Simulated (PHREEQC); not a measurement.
Buffer: speciation

A solution holds 0.00097 mol NaHSO4 and 0.23 mol K2HPO4 per kg of water, at 25 °C. Closed to the air; pH follows from the charge balance.

All values are PHREEQC results (ion-association model, phreeqc.dat), not measurements.

Each row changes one thing in this solution. Precipitation was switched off in this run.

```tsv
case	pH	ionic strength (mol/kgw)	SO4-2 (mol/kgw)	NaSO4- (mol/kgw)
as made	8.76	0.630	0.000637	5.66e-7
temperature from 25 to 10 °C	8.84	0.628	?	5.71e-7
K2HPO4 left out	3.07	0.00278	0.000903	3.48e-6
0.054 mol/kgw NaHCO3 added	8.42	0.678	0.000624	3.02e-5
K2HPO4 from 0.23 to 0.023 mol/kgw	8.26	0.0682	0.000857	?
temperature from 25 to 80 °C	8.47	0.639	0.000488	?
diluted 10-fold with water	9.09	0.0675	8.57e-5	1.72e-8
diluted 100-fold with water	9.06	0.00687	9.48e-6	3.26e-10
diluted 5-fold with water	9.01	0.133	0.000161	5.13e-8
```

Q: Fill in the missing entries.

A: 
- temperature from 25 to 10 °C, SO4-2 (mol/kgw): 0.000688
- K2HPO4 from 0.23 to 0.023 mol/kgw, NaSO4- (mol/kgw): 1.71e-6
- temperature from 25 to 80 °C, NaSO4- (mol/kgw): 4.93e-7

Species that the database lacks are ignored. Constants without temperature data keep their 25 °C values here.
